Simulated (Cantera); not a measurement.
Input: 1 mol C₂F₆, a varied amount of Si, equilibrated at 13300 Pa.

These are equilibrium values from Cantera (NASA tables, ideal gas, pure condensed phases), not measurements of a reactor. Candidate condensed phases: C, Si, SiC; 23 gas species. The feed counts by its element totals alone. The tables' values for SiF₂, SiF₃ are old estimates. Rates play no part.

Stable condensed phases, one row left out:

```
T in K \ n(Si) in mol
         0.086  0.11  0.13  0.17  0.21  0.26  0.33  0.41  0.51  0.64
   3375      A     A     A     A     A     A     A     A     A     A
   3350      A     A     A     A     A     A     A     A     A     B
   3325      A     A     A     A     A     A     A     B     B     B
   3300      A     A     A     A     A     B     B     B     B     B
   3250      B     B     B     B     B     B     B     B     B     B
   3225      B     B     B     B     B     B     B     B     B     B
   3200      B     B     B     B     B     B     B     B     B     B
   3175      B     B     B     B     B     B     B     B     B     B
   3150      B     B     B     B     B     B     B     B     B     B
   3125      B     B     B     B     B     B     B     B     B     B
   3100      B     B     B     B     B     B     B     B     B     B
```

A: gas only; B: C.

Question: Give the row for 3275 K.

Answer: 0.086: C; 0.11: C; 0.13: C; 0.17: C; 0.21: C; 0.26: C; 0.33: C; 0.41: C; 0.51: C; 0.64: C.
